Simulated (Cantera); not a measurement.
Cantera run, input and output.

```python
import numpy as np
import cantera as ct

surf = ct.Interface("ptcombust.yaml", "Pt_surf")
gas = surf.adjacent["gas"]
gas.TPX = 625, 101325, {'H2': 0.004, 'O2': 0.011, 'N2': 0.79, 'H2O': 0.062}
surf.TP = 625, 101325
reactor = ct.FlowReactor(gas, clone=False)
reactor.area = 0.0001  # m2
reactor.surface_area_to_volume_ratio = 100  # 1/m
reactor.mass_flow_rate = 0.071 * reactor.area * gas.density  # inlet velocity 0.071 m/s
reactor.energy_enabled = False
wall = ct.ReactorSurface(surf, reactor, clone=False)
net = ct.ReactorNet([reactor])
net.rtol, net.atol = 1e-8, 1e-16
show, cover = ['H2', 'O2', 'H2O'], ['PT(S)', 'H(S)', 'O(S)', 'OH(S)', 'CO(S)', 'C(S)']

rows = []
print(f"{'z/m':>9s}{'u/(m/s)':>9s}" + "".join(f"{s:>13s}" for s in show + cover))
for z in [0.00022, 0.00037, 0.00062, 0.001, 0.0017, 0.0029, 0.0048, 0.008, 0.013, 0.022]:
    net.advance(z)
    rows.append([reactor.speed, *gas[show].X, *surf[cover].coverages])
    print(f"{z:9.4g}{rows[-1][0]:9.3g}" + "".join(f"{x:13.4e}" for x in rows[-1][1:]))
```

Result:

```
      z/m  u/(m/s)           H2           O2          H2O        PT(S)         H(S)         O(S)        OH(S)        CO(S)         C(S)
  0.00022   0.0709   6.1270e-04   1.0708e-02   7.5665e-02   9.6232e-02   1.5584e-08   8.7573e-01   2.7838e-02   1.2028e-25  -1.8637e-29
  0.00037   0.0708   3.7853e-04   1.0592e-02   7.5908e-02   6.0200e-02   7.2402e-09   9.1712e-01   2.2554e-02   1.0852e-24  -3.4134e-30
  0.00062   0.0708   2.3013e-04   1.0518e-02   7.6062e-02   3.7073e-02   3.3394e-09   9.4487e-01   1.7976e-02   1.6385e-24   1.4896e-29
    0.001   0.0708   1.4330e-04   1.0476e-02   7.6152e-02   2.3584e-02   1.6395e-09   9.6190e-01   1.4471e-02  -3.9324e-25  -7.4207e-31
   0.0017   0.0708   8.3207e-05   1.0446e-02   7.6214e-02   1.4519e-02   7.6964e-10   9.7402e-01   1.1429e-02   5.0592e-25  -2.7037e-30
   0.0029   0.0708   4.6298e-05   1.0428e-02   7.6253e-02   9.3944e-03   3.9124e-10   9.8136e-01   9.2293e-03   1.0442e-25  -2.2526e-31
   0.0048   0.0708   2.4540e-05   1.0417e-02   7.6275e-02   6.7850e-03   2.3562e-10   9.8534e-01   7.8602e-03   7.7718e-26   4.3231e-30
    0.008   0.0708   1.0892e-05   1.0410e-02   7.6289e-02   5.4111e-03   1.6524e-10   9.8755e-01   7.0277e-03  -3.6527e-28  -4.8174e-32
    0.013   0.0708   3.7301e-06   1.0406e-02   7.6297e-02   4.7890e-03   1.3626e-10   9.8859e-01   6.6150e-03  -5.7148e-28  -2.6617e-33
    0.022   0.0708   6.3295e-07   1.0405e-02   7.6300e-02   4.5421e-03   1.2529e-10   9.8900e-01   6.4437e-03   2.2040e-24  -5.6078e-30
```

Model: Deutschmann's 1995 Pt surface mechanism with GRI-Mech 3.0 gas chemistry, integrated in Cantera. Catalytic surfaces can have several steady states; this one follows from the mechanism file's or the stated starting coverage. Mass transfer to the wall is taken as infinitely fast.
